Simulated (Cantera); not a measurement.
Adiabatic ignition

An adiabatic, constant-pressure homogeneous reactor starts with 8.70 % CH4, 18.7 % O2, 70.4 % N2, 2.18 % H2O, equivalence ratio 0.93, at 1198 K and 0.680 bar.

Model: GRI-Mech 3.0 (53 species, 325 reactions), integrated in Cantera.

```json
[
 {"t (s)": "1.00e-5", "T (K)": "1198", "x CH4": "0.0870", "x O2": "0.187", "x H2O": "0.0218", "x CH2O": "1.76e-11", "x CO2": "<1e-12", "x NO": "<1e-12"},
 {"t (s)": "2.28e-5", "T (K)": "1198", "x CH4": "0.0870", "x O2": "0.187", "x H2O": "0.0218", "x CH2O": "9.26e-11", "x CO2": "<1e-12", "x NO": "<1e-12"},
 {"t (s)": "5.18e-5", "T (K)": "1198", "x CH4": "0.0870", "x O2": "0.187", "x H2O": "0.0218", "x CH2O": "4.88e-10", "x CO2": "<1e-12", "x NO": "<1e-12"},
 {"t (s)": "0.000118", "T (K)": "1198", "x CH4": "0.0870", "x O2": "0.187", "x H2O": "0.0218", "x CH2O": "2.60e-9", "x CO2": "<1e-12", "x NO": "<1e-12"},
 {"t (s)": "0.000268", "T (K)": "1198", "x CH4": "0.0870", "x O2": "0.187", "x H2O": "0.0218", "x CH2O": "1.43e-8", "x CO2": "<1e-12", "x NO": "<1e-12"},
 {"t (s)": "0.000611", "T (K)": "1198", "x CH4": "0.0870", "x O2": "0.187", "x H2O": "0.0218", "x CH2O": "8.63e-8", "x CO2": "1.60e-12", "x NO": "<1e-12"},
 {"t (s)": "0.00139", "T (K)": "1198", "x CH4": "0.0870", "x O2": "0.187", "x H2O": "0.0218", "x CH2O": "6.16e-7", "x CO2": "3.45e-11", "x NO": "<1e-12"},
 {"t (s)": "0.00316", "T (K)": "1198", "x CH4": "0.0870", "x O2": "0.187", "x H2O": "0.0218", "x CH2O": "5.05e-6", "x CO2": "9.23e-10", "x NO": "<1e-12"},
 {"t (s)": "0.00720", "T (K)": "1198", "x CH4": "0.0870", "x O2": "0.187", "x H2O": "0.0218", "x CH2O": "2.89e-5", "x CO2": "1.14e-8", "x NO": "<1e-12"},
 {"t (s)": "0.0164", "T (K)": "1199", "x CH4": "0.0868", "x O2": "0.187", "x H2O": "0.0219", "x CH2O": "0.000108", "x CO2": "6.68e-8", "x NO": "<1e-12"},
 {"t (s)": "0.0373", "T (K)": "1203", "x CH4": "0.0860", "x O2": "0.186", "x H2O": "0.0226", "x CH2O": "0.000424", "x CO2": "7.58e-7", "x NO": "<1e-12"},
 {"t (s)": "0.0848", "T (K)": "2553", "x CH4": "<1e-12", "x O2": "0.0225", "x H2O": "0.171", "x CH2O": "6.98e-11", "x CO2": "0.0608", "x NO": "0.00677"},
 {"t (s)": "0.193", "T (K)": "2552", "x CH4": "<1e-12", "x O2": "0.0221", "x H2O": "0.171", "x CH2O": "7.01e-11", "x CO2": "0.0608", "x NO": "0.00762"},
 {"t (s)": "0.439", "T (K)": "2552", "x CH4": "<1e-12", "x O2": "0.0221", "x H2O": "0.171", "x CH2O": "7.01e-11", "x CO2": "0.0608", "x NO": "0.00762"},
 {"t (s)": "1.00", "T (K)": "2552", "x CH4": "<1e-12", "x O2": "0.0221", "x H2O": "0.171", "x CH2O": "7.01e-11", "x CO2": "0.0608", "x NO": "0.00762"}
]
```
x: mole fraction; the columns are a selection and need not sum to one.

```yaml
time_of_steepest_temperature_rise: 66.7 ms
temperature at 1.00 s: 2552 K
equilibrium_temperature: 2552 K
x(CH4) at 1.00 s: <1e-12 (gas-phase equilibrium <1e-12)
x(O2) at 1.00 s: 0.0221 (gas-phase equilibrium 0.0221)
x(H2O) at 1.00 s: 0.171 (gas-phase equilibrium 0.171)
```
